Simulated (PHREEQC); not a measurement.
Consider water at 25 °C with 0.1 mol/kgw HNO3, 0.0252 mol/kgw Al(NO3)3 and 0.00067 mol/kgw CuSO4. Closed to the air; pH follows from the charge balance.

Computed with PHREEQC (ion-association model, phreeqc.dat).

Q: The ionic strength comes out as 0.251 mol/kgw. What activity coefficients do NO3-, AlSO4+, AlHSO4+2, HSO4-, Cu+2 get?

A: NO3- 0.67, AlSO4+ 0.71, AlHSO4+2 0.30, HSO4- 0.74, Cu+2 0.31.

No solid was allowed to form. Complexes and solids missing from the database can't appear.
